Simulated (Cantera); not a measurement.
An isothermal, constant-pressure homogeneous reactor starts with C2H4 : H2 = 1 : 17 (molar parts), at 1450 K and 13300 Pa. Integrator tolerance rtol = 1e-08.

Detailed kinetics in Cantera: GRI-Mech 3.0 (53 species, 325 reactions). GRI-Mech 3.0 was tuned for natural gas; its chemistry of ethylene as a main component is partial and can be far from experiment. GRI-Mech 3.0 stops at C3 and has no aromatics, soot or wall deposition, so with more carbon than oxygen in the feed, carbon stays in small species such as C2H2 where larger ones or solid carbon would form.

Task: What does this change do: pressure from 13300 Pa to 100000 Pa?

Result: 
```csv
quantity,before,after
x(C2H4) at 20.0 s,0.00241 (gas-phase equilibrium 0.00209),0.00261 (gas-phase equilibrium 0.00261)
x(H2) at 20.0 s,0.936 (gas-phase equilibrium 0.929),0.893 (gas-phase equilibrium 0.893)
x(CH3) at 20.0 s,1.24e-5 (gas-phase equilibrium 1.82e-5),1.99e-5 (gas-phase equilibrium 1.99e-5)
x(CH2) at 20.0 s,2.91e-10 (gas-phase equilibrium 3.81e-10),1.56e-10 (gas-phase equilibrium 1.56e-10)
x(C2H2) at 20.0 s,0.0411 (gas-phase equilibrium 0.0357),0.00619 (gas-phase equilibrium 0.00619)
```

Task: What does this change do: temperature 1450 to 1600 K?

Result: 
| quantity | before | after |
|---|---|---|
| x(C2H4) at 20.0 s | 0.00241 (gas-phase equilibrium 0.00209) | 0.000670 (gas-phase equilibrium 0.000670) |
| x(H2) at 20.0 s | 0.936 (gas-phase equilibrium 0.929) | 0.943 (gas-phase equilibrium 0.943) |
| x(CH3) at 20.0 s | 1.24e-5 (gas-phase equilibrium 1.82e-5) | 2.57e-5 (gas-phase equilibrium 2.59e-5) |
| x(CH2) at 20.0 s | 2.91e-10 (gas-phase equilibrium 3.81e-10) | 3.70e-9 (gas-phase equilibrium 3.73e-9) |
| x(C2H2) at 20.0 s | 0.0411 (gas-phase equilibrium 0.0357) | 0.0483 (gas-phase equilibrium 0.0483) |
